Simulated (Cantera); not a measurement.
A closed system holds: 1 mol V2O3, 250 mol H2, 0.49 mol N2, equilibrated at 1548.15 K and 13.3 mbar.

These are equilibrium values from Cantera (NASA tables, ideal gas, pure condensed phases), not measurements of a reactor. Candidate condensed phases: H2O, V, VN, VO, V2O3, V2O4, V2O5; 28 gas species. VO: taken at fixed stoichiometry. Equilibrium is a limit: real reactors are often held back by kinetics, nucleation or transport.

**Question.** What is the equilibrium state?

**Answer.** 
| Quantity | Value |
|---|---|
| x(H2) | 0.994 |
| x(H2O) | 0.00399 |
| x(N2) | 0.00196 |
| x(H) | 0.000266 |
| n(VO(s)) | 2.00 mol |
| gas amount | 250.5 mol |
| log10 activity of V(s) (absent) | -2.32 |
| log10 activity of V2O5(l) (absent) | -11.91 |
